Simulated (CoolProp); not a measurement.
Computed with CoolProp (reference Helmholtz-energy equation of state, Schmidt 1985).

Problem. Give the vapour pressure (MPa), vapour density (kg/m³), enthalpy of vaporisation (kJ/kg), liquid cp (kJ/(kg K)) of saturated oxygen at 79.4, 103.6 K.

Solution. 
| T (K) | p (MPa) | vapour density (kg/m³) | enthalpy of vaporisation (kJ/kg) | liquid cp (kJ/(kg K)) |
|---|---|---|---|---|
| 79.4 | 0.0278 | 1.36 | 223 | 1.68 |
| 103.6 | 0.340 | 13.7 | 198 | 1.76 |
